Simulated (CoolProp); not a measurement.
Vapour-liquid equilibrium of toluene (1) + n-dodecane (2) at 430.9 K; x and y are mole fractions of (1).

Computed with CoolProp (multi-fluid Helmholtz-energy mixture model, Lemmon 2006 and Lemmon 2004; pair parameters Bell 2016).

| x | bubble pressure, mixture model (MPa) | bubble pressure, Raoult's law (MPa) | y, mixture model | y, Raoult's law |
|---|---|---|---|---|
| 0.05 | 0.03097 | 0.03513 | 0.388 | 0.466 |
| 0.125 | 0.04990 | 0.05818 | 0.646 | 0.703 |
| 0.2 | 0.07083 | 0.08124 | 0.771 | 0.805 |
| 0.275 | 0.09313 | 0.1043 | 0.841 | 0.863 |
| 0.35 | 0.1163 | 0.1273 | 0.885 | 0.899 |
| 0.425 | 0.1400 | 0.1504 | 0.915 | 0.924 |
| 0.5 | 0.1638 | 0.1734 | 0.936 | 0.943 |
| 0.575 | 0.1878 | 0.1965 | 0.952 | 0.957 |
| 0.65 | 0.2118 | 0.2195 | 0.964 | 0.968 |
| 0.725 | 0.2360 | 0.2426 | 0.974 | 0.978 |
| 0.8 | 0.2604 | 0.2656 | 0.983 | 0.985 |
| 0.875 | 0.2851 | 0.2887 | 0.990 | 0.991 |
| 0.95 | 0.3102 | 0.3117 | 0.996 | 0.997 |

The largest gap from Raoult's law is -14.2 % in bubble pressure, at x = 0.125. No azeotrope shows between x = 0.05 and 0.95.

Pair parameters are fitted to limited data, so mixtures are less certain than the pure fluids.
